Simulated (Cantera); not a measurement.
A closed system holds: 1 mol C2F6, a varied amount of H2, held at 1125 K and 49.5 Torr.

Equilibrium computed with Cantera from the NASA thermochemical tables; the gas is ideal and each condensed phase is pure. Candidate condensed phases: C, C6H6, C7H8, C8H18; 95 gas species. The feed counts by its element totals alone. Gases not in the tables: C2F6 and larger saturated fluorocarbons. Rates play no part.

log p: log10 of the partial pressure in bar; n: condensed amount in mol.

```
n(H2) (mol)  log p HF  log p CF4  log p H2  log p CH4  log p H2F2  n C(graphite)
-----------  --------  ---------  --------  ---------  ----------  -------------
0.85            -1.39      -1.59    -10.19       <-13       -7.36              …
1.2             -1.32      -1.74     -9.97       <-13       -7.21              …
1.6             -1.27      -1.93     -9.77       <-13       -7.10              …
2               -1.23      -2.13     -9.60       <-13       -7.03              …
2.4             -1.21      -2.41     -9.41       <-13       -6.99              …
2.7             -1.19      -2.75     -9.21       <-13       -6.96              …
3.1             -1.19       <-13     -2.97      -7.47       -6.95           2.00
3.5             -1.22       <-13     -2.29      -6.13       -7.00           2.00
3.9             -1.24       <-13     -2.07      -5.67       -7.05           2.00
4.2             -1.26       <-13     -1.96      -5.46       -7.09           2.00
```

Problem. What belongs in the gaps?

Solution. 
- 0.85, n C(graphite): 0.925
- 1.2, n C(graphite): 1.10
- 1.6, n C(graphite): 1.30
- 2, n C(graphite): 1.50
- 2.4, n C(graphite): 1.70
- 2.7, n C(graphite): 1.85
